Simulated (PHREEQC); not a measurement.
Na2CO3 is added in steps, without added water, to 1 kg of water holding 26 mmol/kgw HF, at 33 °C. Oxygen alone is held at its pressure in air (log pO2 = -0.68). CO2 from the air is kept out. No solid was allowed to form.

Base run: PHREEQC, ion-association model, wateq4f.dat. Each further column changes one thing. The table gives pH.

| Na2CO3 added (mol) | base | HF from 0.026 to 0.039 mol/kgw | HF from 0.026 to 0.013 mol/kgw | 0.00068 mol/kgw HNO3 added | solids may form |
|---|---|---|---|---|---|
| 0 | 2.45 | 2.35 | 2.61 | 2.41 | 2.45 |
| 0.006475 | 3.24 | 2.96 | 4.86 | 3.20 | 3.24 |
| 0.01202 | 4.28 | 3.43 | 7.29 | 4.15 | 4.28 |
| 0.0185 | 6.40 | 4.42 | 9.50 | 6.34 | 6.40 |
| 0.02498 | 7.54 | 6.12 | 9.78 | 7.34 | 7.54 |
| 0.03053 | 9.02 | 6.63 | 9.91 | 8.94 | 9.02 |
| 0.037 | 9.37 | 7.41 | 10.01 | 9.33 | 9.37 |

wateq4f.dat counts part of the HF as a dimer, H2F2, which phreeqc.dat doesn't know; its constant is uncertain.  Solids allowed in the column 'solids may form': Nahcolite, Natron.
